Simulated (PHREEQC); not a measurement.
# Buffer (model solution)

Consider water at 25 °C with 0.0018 mol NH4Cl and 2.6e-05 mol Na2HPO4 per kg of water. Closed to the air; pH follows from the charge balance.

All values are PHREEQC results (ion-association model, phreeqc.dat), not measurements.

This is a speciation only: nothing precipitates in the calculation.

Estimate the pH, specific conductance.

pH 7.13; specific conductance 265 µS/cm.

In which forms is P present?

H2PO4- 51 %, HPO4-2 49 % of the P.
